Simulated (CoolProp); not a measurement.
Isohexane along the isobar 10100 kPa: Z from the reference equation and from simpler models built on Tc = 497.7 K, pc = 3043 kPa, ω = 0.280; each cubic takes its own stable root.

Computed with CoolProp (reference Helmholtz-energy equation of state, Lemmon 2006). It is a short technical equation, of lower accuracy than the large ones.

```csv
T (K),phase,reference
195.3,liquid,0.7203
220.1,liquid,0.6572
244.8,liquid,0.6079
269.6,liquid,0.5684
294.4,liquid,0.5366
319.1,liquid,0.5111
343.9,liquid,0.4907
368.7,liquid,0.4748
393.4,liquid,0.4631
418.2,liquid,0.4552
442.9,liquid,0.4515
467.7,liquid,0.4524
492.5,liquid,0.4587
```

Task: How far does each simpler model (Redlich-Kwong, Soave-Redlich-Kwong) lie from the reference over these 13 states: mean and median of the absolute difference, and the worst?

Result: 
- Redlich-Kwong: mean 11.2 %, median 11.1 %, worst +12.6 % at 195.3 K and 10100 kPa
- Soave-Redlich-Kwong: mean 9.0 %, median 8.8 %, worst +11.4 % at 195.3 K and 10100 kPa
